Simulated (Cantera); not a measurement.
A closed system holds: 1 mol Pb, 0.85 mol O2, 19 mol N2, at 26000 Pa.

Equilibrium computed with Cantera from the NASA thermochemical tables; the gas is ideal and each condensed phase is pure. Candidate condensed phases: Pb, PbO, PbO2, Pb3O4; 12 gas species. Equilibrium is a limit: real reactors are often held back by kinetics, nucleation or transport.

Q: Which condensed phases are stable at each of these points (T (K)): 475, 525, 575, 625, 675, 725, 775, 825, 875, 925, 975?

A: 
| T (K) | condensed phases | Pb condensed (%) |
|---|---|---|
| 475 | Pb3O4(s) | 100.0 |
| 525 | Pb3O4(s) | 100.0 |
| 575 | PbO(red) | 100.0 |
| 625 | PbO(red) | 100.0 |
| 675 | PbO(red) | 100.0 |
| 725 | PbO(red) | 100.0 |
| 775 | PbO(yellow) | 100.0 |
| 825 | PbO(yellow) | 100.0 |
| 875 | PbO(yellow) | 100.0 |
| 925 | PbO(yellow) | 100.0 |
| 975 | PbO(yellow) | 100.0 |

From 475 K to 525 K the condensed part is Pb3O4(s). From 575 K to 725 K the condensed part is PbO(red). From 775 K to 975 K the condensed part is PbO(yellow).
